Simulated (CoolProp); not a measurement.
A simple Rankine cycle with sulfur dioxide: condensing at 309.15 K, boiler at 5.02 MPa, turbine inlet 409.2 K, turbine efficiency 0.75, pump efficiency 0.7, no recuperator. Each further row changes one setting.

Values from CoolProp's reference Helmholtz-energy equation of state, Gao 2016.

```json
[
 {"case": "as stated", "thermal efficiency (%)": "13.9", "net work (kJ/kg)": "48.1", "heat in (kJ/kg)": "346", "turbine exit temperature (K)": "309.2", "volume ratio over the turbine": "8.48"},
 {"case": "turbine inlet 429.2 K", "thermal efficiency (%)": "14.3", "net work (kJ/kg)": "53.9", "heat in (kJ/kg)": "376", "turbine exit temperature (K)": "309.2", "volume ratio over the turbine": "7.64"},
 {"case": "condensing temperature 301.15 K", "thermal efficiency (%)": "15.0", "net work (kJ/kg)": "53.7", "heat in (kJ/kg)": "358", "turbine exit temperature (K)": "301.2", "volume ratio over the turbine": "10.7"},
 {"case": "boiler pressure 3.51 MPa", "thermal efficiency (%)": "12.6", "net work (kJ/kg)": "47.5", "heat in (kJ/kg)": "378", "turbine exit temperature (K)": "309.2", "volume ratio over the turbine": "5.34"},
 {"case": "turbine efficiency 0.65", "thermal efficiency (%)": "11.9", "net work (kJ/kg)": "41.1", "heat in (kJ/kg)": "346", "turbine exit temperature (K)": "309.2", "volume ratio over the turbine": "8.68"}
]
```

The expansion ends wet for: as stated; turbine inlet 429.2 K; condensing temperature 301.15 K; boiler pressure 3.51 MPa; turbine efficiency 0.65.
